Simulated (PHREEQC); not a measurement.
0.14 g of hydrous ferric oxide (600 m²/g; 0.2 weak and 0.005 strong sites per Fe, Dzombak-Morel constants, diffuse double layer) in 1 kg of water with 0.1 mol/kgw of an inert sodium salt and 0.0022 mmol/kgw PbCl2 and 0.0064 mmol/kgw CaCl2, at 25 °C; the pH is set by adding NaOH or the inert anion's acid. Oxygen alone is held at its pressure in air (log pO2 = -0.68). The system is closed to CO2. Nothing may precipitate in this run.

The series has 13 steps of pH, from 3 to 9.

Equilibrium calculation in PHREEQC: ion-association model, wateq4f.dat.

Q: Near which pH is half of the Pb sorbed, and on which side is more sorbed?

A: Near pH 4.2, with more sorbed at higher pH.

Q: Near which pH is half of the Ca sorbed, and on which side is more sorbed?

A: Near pH 8.7, with more sorbed at higher pH.

The oxide is taken as insoluble; below pH 4 it would dissolve.
